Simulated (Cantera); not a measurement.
An adiabatic, constant-volume homogeneous reactor starts with C3H8 : O2 : N2 : H2O = 1 : 2.78 : 12.5 : 2.9 (molar parts), equivalence ratio 1.8, at 1323 K and 10500 Torr.

Computed with Cantera and GRI-Mech 3.0 (53 species, 325 reactions). GRI-Mech 3.0 was tuned for natural gas; its chemistry of propane as a main component is partial and can be far from experiment. The pressure lies above the range GRI-Mech 3.0 was tuned for (to about 10 atm).

x: mole fraction; the columns are a selection and need not sum to one.

| t (s) | T (K) | P (bar) | x C3H8 | x O2 | x H2O | x CH2O | x NO2 | x NO | x H |
|---|---|---|---|---|---|---|---|---|---|
| 8.00e-6 | 1322 | 14.0 | 0.0519 | 0.145 | 0.151 | ? | <1e-12 | <1e-12 | 1.34e-7 |
| 1.73e-5 | 1323 | 14.0 | 0.0513 | 0.145 | 0.151 | ? | <1e-12 | <1e-12 | 1.49e-7 |
| 3.75e-5 | 1323 | 14.0 | 0.0501 | 0.144 | 0.152 | ? | <1e-12 | <1e-12 | 1.79e-7 |
| 8.13e-5 | 1326 | 14.1 | 0.0470 | 0.143 | 0.152 | ? | <1e-12 | <1e-12 | 2.83e-7 |
| 0.000176 | 1361 | 14.7 | 0.0329 | 0.133 | 0.158 | ? | 1.42e-12 | 3.38e-12 | 2.49e-6 |
| 0.000381 | 2593 | 32.1 | <1e-12 | 1.22e-5 | 0.209 | 1.25e-7 | 5.14e-9 | 0.000147 | 0.00207 |
| 0.000826 | 2592 | 32.1 | <1e-12 | 1.22e-5 | 0.209 | 1.25e-7 | 5.76e-9 | 0.000165 | 0.00206 |
| 0.00179 | 2592 | 32.1 | <1e-12 | 1.22e-5 | 0.209 | 1.25e-7 | 6.01e-9 | 0.000172 | 0.00206 |
| 0.00387 | 2592 | 32.1 | <1e-12 | 1.22e-5 | 0.209 | 1.25e-7 | 6.03e-9 | 0.000173 | 0.00206 |
| 0.00839 | 2592 | 32.1 | <1e-12 | 1.22e-5 | 0.209 | 1.25e-7 | 6.03e-9 | 0.000173 | 0.00206 |
| 0.0182 | 2592 | 32.1 | <1e-12 | 1.22e-5 | 0.209 | 1.25e-7 | 6.03e-9 | 0.000173 | 0.00206 |
| 0.0394 | 2592 | 32.1 | <1e-12 | 1.22e-5 | 0.209 | 1.25e-7 | 6.03e-9 | 0.000173 | 0.00206 |
| 0.0853 | 2592 | 32.1 | <1e-12 | 1.22e-5 | 0.209 | 1.25e-7 | 6.03e-9 | 0.000173 | 0.00206 |
| 0.185 | 2592 | 32.1 | <1e-12 | 1.22e-5 | 0.209 | 1.25e-7 | 6.03e-9 | 0.000173 | 0.00206 |
| 0.400 | 2592 | 32.1 | <1e-12 | 1.22e-5 | 0.209 | 1.25e-7 | 6.03e-9 | 0.000173 | 0.00206 |

Question: Fill in the missing entries.

Answer: 
- 8.00e-6, x CH2O: 4.90e-5
- 1.73e-5, x CH2O: 0.000170
- 3.75e-5, x CH2O: 0.000438
- 8.13e-5, x CH2O: 0.00110
- 0.000176, x CH2O: 0.00388
